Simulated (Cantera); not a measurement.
Source: NASA polynomial tables (part measured, part estimated), evaluated in Cantera. Values are per mole of reaction as written; species without (g) are pure solids or liquids, kept so even where they would boil at 1 bar.

Question: Between 300 and 2373 K, where is each reaction favourable under standard conditions?
- O2(g) + 4 VO2(g) = 2 V2O5

Answer: 
- O2(g) + 4 VO2(g) = 2 V2O5: ΔG° is -1869 kJ at 300 K and -255 kJ at 2373 K; it stays negative (K > 1). ΔH° is -1815 kJ and ΔS° -657 J/K at 2373 K.
